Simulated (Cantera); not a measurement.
A closed system holds: 1 mol KCl, 0.038 mol HCl, 0.1 mol H₂, at 1500 Pa.

Equilibrium computed with Cantera from the NASA thermochemical tables; the gas is ideal and each condensed phase is pure. Candidate condensed phases: K, KCl; 10 gas species. Equilibrium is a limit: real reactors are often held back by kinetics, nucleation or transport.

log p: log10 of the partial pressure in bar; n: condensed amount in mol.

| T (K) | log p KCl | log p H₂ | log p HCl | log p K₂Cl₂ | log p K | n KCl(s) | n KCl(l) |
|---|---|---|---|---|---|---|---|
| 698 | -8.67 | -1.96 | -2.38 | -9.69 | <-13 | 1.00 | 0 |
| 898 | [?] | -1.96 | -2.38 | [?] | [?] | 1.000 | 0 |
| 1098 | -2.98 | -2.01 | -2.43 | -3.33 | -9.43 | 0 | 0.980 |
| 1298 | -1.97 | -2.82 | -3.24 | -2.64 | -6.47 | 0 | 0 |
| 1498 | -1.89 | -2.87 | -3.29 | -3.45 | -5.24 | 0 | 0 |
| 1698 | -1.88 | -2.89 | -3.27 | [?] | [?] | 0 | 0 |
| 1898 | -1.89 | -2.91 | -3.19 | -4.76 | -3.81 | 0 | 0 |

### Question
Fill in the missing entries.

### Answer

- 898, log p KCl: -5.12
- 898, log p K₂Cl₂: -5.66
- 898, log p K: -13.82
- 1698, log p K₂Cl₂: -4.17
- 1698, log p K: -4.39
